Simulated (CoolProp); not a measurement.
n-perfluorohexane at 298.15 K and 2.34 MPa is throttled through a valve to 0.667 MPa with no heat exchange. Each further row changes one setting.

Model: reference Helmholtz-energy equation of state, Gao 2022, in CoolProp.

```csv
case,temperature change (K),final density (kg/m³)
as stated,___,1680
outlet pressure 0.2 MPa,___,___
outlet pressure 0.867 MPa,___,1680
```

Fill in the missing entries.


- as stated, temperature change (K): +0.5
- outlet pressure 0.2 MPa, temperature change (K): +0.6
- outlet pressure 0.2 MPa, final density (kg/m³): 1670
- outlet pressure 0.867 MPa, temperature change (K): +0.4
